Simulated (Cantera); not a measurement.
A Cantera script and what it prints.

```python
import numpy as np
import cantera as ct

gas_names = [...]  # 136 gases of nasa_gas.yaml made of C, H, N, O
cond_names = """
    C(gr) C6H6(L) C7H8(L) C8H18(L),n-octa H2O(s) H2O(L)
""".split()


# ... load() reads the species with a 1 bar reference pressure and builds the phases ...
atoms = {
    'C2H6': {'C': 2, 'H': 6},
    'CO2': {'C': 1, 'O': 2},
    'N2': {'N': 2},
    'H2O': {'H': 2, 'O': 1},
}
top_T = {'C(gr)': 4500}  # K; cautious upper limits of use, not melting points


# ... equilibrate(T, P, feed) seeds the gas with the atoms and calls Mixture.equilibrate('TP', solver="vcs", rtol=1e-11, max_steps=5000) ...
results = []
feed = {'C2H6': 1, 'CO2': 4, 'N2': 8.5, 'H2O': 0.033}  # mol
P = 11000  # Pa
for T in [1550, 1650, 1750, 1850, 1950, 2050, 2150, 2250, 2350, 2450, 2550, 2650, 2750]:
    mix = equilibrate(T, P, feed)
    results.append((T, P, feed, dict(zip(mix.species_names, mix.species_moles))))
    x = sorted(zip(gas.X, gas.species_names), reverse=True)
    print(f"T = {T:g} K  P = {P:g} Pa  gas = {mix.phase_moles(0):.4g} mol")
    print("   x: " + "  ".join(f"{s} {v:.3e}" for v, s in x if v > 1e-06))
    print("   condensed (mol): " + ("  ".join(f"{mix.phase(i).name} {mix.phase_moles(i):.4g}"
          for i in range(1, mix.n_phases) if mix.phase_moles(i) > 1e-12) or "none"))
```

It prints:

```
T = 1550 K  P = 11000 Pa  gas = 17.53 mol
   x: N2 4.848e-01  CO 2.869e-01  H2 1.124e-01  H2O 6.061e-02  CO2 5.534e-02  H 3.183e-05
   condensed (mol): none
T = 1650 K  P = 11000 Pa  gas = 17.53 mol
   x: N2 4.848e-01  CO 2.898e-01  H2 1.094e-01  H2O 6.354e-02  CO2 5.240e-02  H 9.059e-05  OH 2.378e-06
   condensed (mol): none
T = 1750 K  P = 11000 Pa  gas = 17.54 mol
   x: N2 4.847e-01  CO 2.923e-01  H2 1.068e-01  H2O 6.603e-02  CO2 4.990e-02  H 2.292e-04  OH 8.306e-06
   condensed (mol): none
T = 1850 K  P = 11000 Pa  gas = 17.54 mol
   x: N2 4.847e-01  CO 2.944e-01  H2 1.045e-01  H2O 6.813e-02  CO2 4.776e-02  H 5.252e-04  OH 2.529e-05  NO 1.398e-06
   condensed (mol): none
T = 1950 K  P = 11000 Pa  gas = 17.54 mol
   x: N2 4.845e-01  CO 2.961e-01  H2 1.024e-01  H2O 6.988e-02  CO2 4.593e-02  H 1.106e-03  OH 6.854e-05  NO 4.585e-06
   condensed (mol): none
T = 2050 K  P = 11000 Pa  gas = 17.55 mol
   x: N2 4.842e-01  CO 2.975e-01  H2 1.003e-01  H2O 7.128e-02  CO2 4.435e-02  H 2.167e-03  OH 1.682e-04  NO 1.339e-05  O 2.621e-06
   condensed (mol): none
T = 2150 K  P = 11000 Pa  gas = 17.57 mol
   x: N2 4.837e-01  CO 2.985e-01  H2 9.814e-02  H2O 7.228e-02  CO2 4.298e-02  H 3.984e-03  OH 3.789e-04  NO 3.536e-05  O 1.084e-05  O2 3.385e-06
   condensed (mol): none
T = 2250 K  P = 11000 Pa  gas = 17.6 mol
   x: N2 4.828e-01  CO 2.991e-01  H2 9.567e-02  H2O 7.277e-02  CO2 4.178e-02  H 6.926e-03  OH 7.915e-04  NO 8.560e-05  O 3.951e-05  O2 1.262e-05
   condensed (mol): none
T = 2350 K  P = 11000 Pa  gas = 17.65 mol
   x: N2 4.814e-01  CO 2.992e-01  H2 9.275e-02  H2O 7.257e-02  CO2 4.065e-02  H 1.145e-02  OH 1.545e-03  NO 1.919e-04  O 1.289e-04  O2 4.194e-05
   condensed (mol): none
T = 2450 K  P = 11000 Pa  gas = 17.73 mol
   x: N2 4.792e-01  CO 2.989e-01  H2 8.925e-02  H2O 7.134e-02  CO2 3.946e-02  H 1.810e-02  OH 2.827e-03  NO 4.004e-04  O 3.804e-04  O2 1.253e-04
   condensed (mol): none
T = 2550 K  P = 11000 Pa  gas = 17.85 mol
   x: N2 4.757e-01  CO 2.982e-01  H2 8.512e-02  H2O 6.862e-02  CO2 3.793e-02  H 2.744e-02  OH 4.849e-03  O 1.020e-03  NO 7.789e-04  O2 3.360e-04
   condensed (mol): none
T = 2650 K  P = 11000 Pa  gas = 18.04 mol
   x: N2 4.706e-01  CO 2.970e-01  H2 8.044e-02  H2O 6.381e-02  H 4.008e-02  CO2 3.569e-02  OH 7.746e-03  O 2.479e-03  NO 1.404e-03  O2 7.973e-04  N 2.243e-06
   condensed (mol): none
T = 2750 K  P = 11000 Pa  gas = 18.31 mol
   x: N2 4.632e-01  CO 2.955e-01  H2 7.531e-02  H 5.660e-02  H2O 5.639e-02  CO2 3.230e-02  OH 1.138e-02  O 5.413e-03  NO 2.315e-03  O2 1.631e-03  N 4.929e-06
   condensed (mol): none
```

Equilibrium computed with Cantera from the NASA thermochemical tables; the gas is ideal and each condensed phase is pure.
